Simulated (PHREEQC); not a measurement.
Make-up at 25 °C: 1.2 mmol/kgw NH3 and 0.002 mmol/kgw H4SiO4. Closed to the air; pH follows from the charge balance.

All values are PHREEQC results (ion-association model, wateq4f.dat), not measurements.

| quantity | before | after |
|---|---|---|
| pH | 10.13 | 10.65 |
| ionic strength (mol/kgw) | 0.000139 | 0.000462 |
| H3SiO4- (mol/kgw) | 1.34e-6 | 1.74e-6 |
| H4SiO4 (mol/kgw) | 6.60e-7 | 2.56e-7 |
| SI of Quartz (SiO2) | -2.20 | -2.61 |

Question: Which change was made?
A) NH3 from 0.0012 to 0.012 mol/kgw
B) 9.1e-05 mol/kgw NaBF4 added
C) H4SiO4 from 2e-06 to 1e-06 mol/kgw
D) NH3 left out
E) temperature from 25 to 5 °C

Answer: A, NH3 from 0.0012 to 0.012 mol/kgw

This is a speciation only: nothing precipitates in the calculation.
